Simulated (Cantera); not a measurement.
**Metals in furnace atmospheres: Ni + NH₃ + H₂**

A closed system holds: 1 mol Ni, 3.8 mol NH₃, 2.1 mol H₂, held at 1825 K.

Equilibrium computed with Cantera from the NASA thermochemical tables; the gas is ideal and each condensed phase is pure. Candidate condensed phases: Ni; 10 gas species. Kinetics and transport are ignored.

```csv
P (Pa),x H₂,x N₂,x Ni,x H,x NH₃,n Ni(l)
10,0.697,0.174,0.0917,0.0368,6.74e-10,0
120,0.781,0.192,0.0159,0.0112,1.01e-8,0.843
1600,0.800,0.195,0.00119,0.00311,1.40e-7,0.988
19000,0.803,0.196,0.000100,0.000905,1.68e-6,0.999
240000,0.804,0.196,7.94e-6,0.000255,2.12e-5,1.000
3000000,0.804,0.196,6.35e-7,7.21e-5,0.000265,1.000
```
x: gas mole fraction; n: condensed amount in mol.

At 0.000100 bar nothing is condensed. From 0.00120 bar to 30.0 bar the condensed part is Ni(l). The main Ni-bearing gas is Ni throughout.
